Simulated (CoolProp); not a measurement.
Vapour-liquid equilibrium of R22 (1) + C3F8 (R218) (2) at 312.2 K; x and y are mole fractions of (1).

Model: multi-fluid Helmholtz-energy mixture model, Kamei 1995 and Lemmon 2006; pair parameters Bell 2016, in CoolProp.

Q: Give the bubble pressure and the first vapour's composition at x = 0.05, 0.25, 0.85. Is there an azeotrope?

A: x = 0.05: 1.328 MPa, y = 0.086; x = 0.25: 1.590 MPa, y = 0.338; x = 0.85: 1.696 MPa, y = 0.796. y crosses x between x = 0.55 and 0.65: the model has an azeotrope there.

The pair parameters rest on a limited set of measurements; away from them the model extrapolates.
